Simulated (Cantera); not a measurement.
Charge: 1 mol C2H5OH, 1.2 mol H2O, 0.49 mol H2, at 1177 °C and 1330 Pa.

Cantera equilibrium calculation (NASA polynomials, part measured and part estimated; ideal gas, pure solids and liquids). Candidate condensed phases: C, C6H6, C7H8, C8H18, H2O; 110 gas species. Kinetics and transport are ignored.

Base state: H2 0.676, CO 0.294, H2O 0.0253, CO2 0.00463, H 6.73e-5 (mole fractions); condensed: gas only.

Question: What changes in the equilibrium state with this change: H2O from 1.2 to 0.54 mol?

Answer: 
| species | before | after |
|---|---|---|
| H2 | 0.676 | 0.723 |
| CO | 0.294 | 0.276 |
| H | 6.73e-5 | 6.97e-5 |
| H2O | 0.0253 | 6.65e-6 |
| CH4 | 5.26e-9 | 2.30e-5 |
| CO2 | 0.00463 | 1.07e-6 |
| C(graphite), mol | 0 | 0.460 |

Question: What changes in the equilibrium state with this change: temperature from 1177 °C to 700 °C?

Answer: 
| species | before | after |
|---|---|---|
| H2 | 0.676 | 0.683 |
| CO | 0.294 | 0.287 |
| H2O | 0.0253 | 0.0179 |
| CO2 | 0.00463 | 0.0121 |
| CH4 | 5.26e-9 | 7.24e-5 |
| H | 6.73e-5 | 7.77e-9 |

Question: What changes in the equilibrium state with this change: H2O from 1.2 to 5.1 mol?

Answer: 
```
species   before    after
-------  -------  -------
H2         0.676    0.468
H2O       0.0253    0.343
CO         0.294    0.144
CO2      0.00463   0.0444
H        6.73e-5  5.61e-5
```
